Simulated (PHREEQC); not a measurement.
Silver or lead bath

Make-up at 20 °C: 8.8 mmol/kgw Pb(NO3)2, 0.22 mmol/kgw HNO3 and 49 mmol/kgw Na2SO4. Closed to the air; pH follows from the charge balance.

The numbers come from PHREEQC with the ion-association model, phreeqc.dat.

This is a speciation only: nothing precipitates in the calculation.

Problem. What pH does the model give?

Solution. pH 4.08.

Problem. In which forms is Pb present?

Solution. PbSO4 60 %, Pb+2 26 %, Pb(SO4)2-2 12 %, PbNO3+ 2.2 % of the Pb.

Saturation is exceeded, for instance for Anglesite; the values hold only as long as no solid forms. Complexes and solids missing from the database can't appear.
